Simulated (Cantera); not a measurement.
**Thermodynamics of silicon oxide and oxynitride deposition, feed Si₂H₆ + H₂O + H₂**

Input: 1 mol Si₂H₆, 0.95 mol H₂O, 26 mol H₂, equilibrated at 0.0150 bar.

Equilibrium computed with Cantera from the NASA thermochemical tables; the gas is ideal and each condensed phase is pure. Candidate condensed phases: H₂O, Si, SiO₂; 18 gas species. The feed counts by its element totals alone. Mutual solubility and eutectic melting of coexisting phases are not modelled. The tables hold silica as quartz up to 1696 K and as liquid above; real silica turns to tridymite and cristobalite and melts near 1996 K. Gases not in the tables: Si₂H₆ and higher silanes. The numbers say what is thermodynamically allowed, not how fast it happens.

```tsv
T (K)	x H₂	x SiO	x H	x Si	x SiH	x SiH₂	x Si₂	x H₂O	n Si(s)	n SiO₂(β-quartz)	n Si(l)
1323	0.999	0.000882	1.29e-5	5.91e-9	5.31e-9	1.13e-7	1.80e-12	3.82e-7	1.51	0.462	0
1398	0.995	0.00469	3.85e-5	5.20e-8	3.20e-8	3.64e-7	3.04e-11	1.02e-6	1.45	0.404	0
1473	0.979	0.0209	0.000102	3.65e-7	1.59e-7	1.03e-6	3.84e-10	2.41e-6	1.20	0.155	0
1548	0.969	0.0307	0.000247	2.12e-6	6.76e-7	2.64e-6	3.77e-9	2.01e-6	1.05	0	0
1623	0.969	0.0307	0.000555	1.04e-5	2.52e-6	6.27e-6	2.99e-8	1.22e-6	1.05	0	0
1698	0.968	0.0307	0.00116	4.38e-5	8.22e-6	1.35e-5	1.91e-7	7.86e-7	0	0	1.05
1773	0.967	0.0307	0.00228	0.000142	2.11e-5	2.39e-5	7.90e-7	6.02e-7	0	0	1.04
1848	0.965	0.0307	0.00425	0.000418	5.01e-5	4.01e-5	2.91e-6	4.71e-7	0	0	1.03
1923	0.961	0.0306	0.00754	0.00113	0.000111	6.47e-5	9.66e-6	3.75e-7	0	0	1.01
```
x: gas mole fraction; n: condensed amount in mol.

From 1323 K to 1473 K the condensed part is Si(s) + SiO₂(β-quartz). From 1548 K to 1623 K the condensed part is Si(s). From 1698 K to 1923 K the condensed part is Si(l). The main Si-bearing gas is SiO throughout. The share of Si in condensed phases is highest at 1323 K (98.7 %) and lowest at 1923 K (50.4 %).
